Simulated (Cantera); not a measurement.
Equilibrium for aluminium and copper etching: Cu + F₂ + H₂

Input: 1 mol Cu, a varied amount of F₂, 1.4 mol H₂, at 598 K and 33.0 Pa.

Cantera equilibrium calculation (NASA polynomials, part measured and part estimated; ideal gas, pure solids and liquids). Candidate condensed phases: Cu, CuF₂; 15 gas species. Kinetics and transport are ignored.

From 0.51 mol F₂ to 1.1 mol F₂ the condensed part is Cu(s). From 1.6 mol F₂ to 2.3 mol F₂ the condensed part is Cu(s) + CuF₂(s). From 3.3 mol F₂ to 4.7 mol F₂ the condensed part is CuF₂(s).

```tsv
n(F₂) (mol)	x HF	x H₂	x F₂	x F	n Cu(s)	n CuF₂(s)
0.51	0.534	0.466	<1e-12	<1e-12	1.00	0
0.74	0.692	0.308	<1e-12	<1e-12	1.00	0
1.1	0.880	0.120	<1e-12	<1e-12	1.00	0
1.6	1.00	<1e-12	<1e-12	<1e-12	0.800	0.200
2.3	1.00	<1e-12	<1e-12	<1e-12	0.100	0.900
3.3	0.755	<1e-12	0.241	0.00360	0	1.00
4.7	0.548	<1e-12	0.447	0.00490	0	1.00
```
x: gas mole fraction; n: condensed amount in mol.
